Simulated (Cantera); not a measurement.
Input (Python, Cantera) and output of one run.

```python
import numpy as np
import cantera as ct

gas_names = [...]  # 110 gases of nasa_gas.yaml made of C, H, O
cond_names = """
    C(gr) C6H6(L) C7H8(L) C8H18(L),n-octa H2O(s) H2O(L)
""".split()


# ... load() reads the species with a 1 bar reference pressure and builds the phases ...
atoms = {
    'CH3OH': {'C': 1, 'H': 4, 'O': 1},
    'H2': {'H': 2},
}
top_T = {'C(gr)': 4500}  # K; cautious upper limits of use, not melting points


# ... equilibrate(T, P, feed) seeds the gas with the atoms and calls Mixture.equilibrate('TP', solver="vcs", rtol=1e-11, max_steps=5000) ...
results = []
feed = {'CH3OH': 1, 'H2': 30}  # mol
T = 1625  # K
P = 11000  # Pa
mix = equilibrate(T, P, feed)
results.append((T, P, feed, dict(zip(mix.species_names, mix.species_moles))))
x = sorted(zip(gas.X, gas.species_names), reverse=True)
print(f"T = {T:g} K  P = {P:g} Pa  gas = {mix.phase_moles(0):.4g} mol")
print("   x: " + "  ".join(f"{s} {v:.3e}" for v, s in x if v > 1e-06))
print("   condensed (mol): " + ("  ".join(f"{mix.phase(i).name} {mix.phase_moles(i):.4g}"
      for i in range(1, mix.n_phases) if mix.phase_moles(i) > 1e-12) or "none"))
```

Output:

```
T = 1625 K  P = 11000 Pa  gas = 33 mol
   x: H2 9.695e-01  CO 3.028e-02  H 2.095e-04  H2O 1.964e-05  CH4 1.870e-05
   condensed (mol): none
```

Method: chemical equilibrium by Gibbs-energy minimisation in Cantera with the NASA 1993 tables (ideal gas, pure condensed phases).
